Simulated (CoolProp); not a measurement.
Vapour-liquid equilibrium of propylene (1) + n-hexane (2) at 1.5 bar; x and y are mole fractions of (1).

Model: multi-fluid Helmholtz-energy mixture model, Lemmon 2013 and Thol 2019; pair parameters Bell 2016, in CoolProp.

| x | bubble temperature (°C) | y at the bubble point | dew temperature at overall composition x (°C) | liquid density (mol/L) |
|---|---|---|---|---|
| 0.05 | 44.3 | 0.708 | 79.9 | 7.546 |
| 0.15 | 10.6 | 0.935 | 76.1 | 8.284 |
| 0.25 | -3.0 | 0.970 | 71.9 | 8.851 |
| 0.35 | -11.1 | 0.983 | 67.3 | 9.407 |
| 0.45 | -17.2 | 0.989 | 62.2 | 9.993 |
| 0.55 | -22.3 | 0.993 | 56.2 | 10.62 |
| 0.65 | -26.8 | 0.996 | 49.2 | 11.31 |
| 0.75 | -30.8 | 0.998 | 40.3 | 12.06 |
| 0.85 | -34.3 | 0.999 | 28.0 | 12.87 |
| 0.95 | -37.3 | 1.000 | 5.6 | 13.76 |

No azeotrope shows between x = 0.05 and 0.95.

The pair parameters rest on a limited set of measurements; away from them the model extrapolates. The gap from Raoult's law changes sign with composition, which may be real or a fault of the pair parameters; it wasn't checked against measurements.
